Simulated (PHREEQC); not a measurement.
Dissolve 0.52 mol/kgw NaHSO4 and 0.015 mol/kgw NaF at 75 °C. Closed to the air; pH follows from the charge balance.

Equilibrium calculation in PHREEQC: ion-association model, phreeqc.dat.

Precipitation was switched off in this run.

**Question.** What pH does the model give?

**Answer.** pH 1.14.

**Question.** In which forms is S present?

**Answer.** HSO4- 78 %, SO4-2 14 %, NaSO4- 7.7 % of the S.

Species that the database lacks are ignored. Away from 25 °C the constants follow the database's enthalpies or fits; those with neither stay at their 25 °C values.
